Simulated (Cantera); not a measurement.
Feed: 1 mol CH₃Cl, 2.6 mol F₂, 4.9 mol H₂, at 1475 K and 0.255 Torr.

Equilibrium computed with Cantera from the NASA thermochemical tables; the gas is ideal and each condensed phase is pure. Candidate condensed phases: C, C₆H₆, C₇H₈, C₈H₁₈; 118 gas species. Rates play no part.

Base state: HF 0.547, H₂ 0.347, HCl 0.105, H 0.000414, Cl 0.000102 (mole fractions); condensed: C(graphite).

Problem. What changes in the equilibrium state with this change: CH₃Cl replaced by C₂F₆?

Solution. 
| species | before | after |
|---|---|---|
| HF | 0.547 | 0.965 |
| CF₄ | <1e-9 | 0.0343 |
| CF₂ | <1e-9 | 0.000293 |
| H₂ | 0.347 | 4.96e-9 |
| HCl | 0.105 | 0 |
| Cl | 0.000102 | 0 |
| F | 1.49e-8 | 0.000220 |
| C(graphite), mol | 1.000 | 1.65 |
The feed counts by its element totals alone. Gases not in the tables: C₂F₆ and larger saturated fluorocarbons.
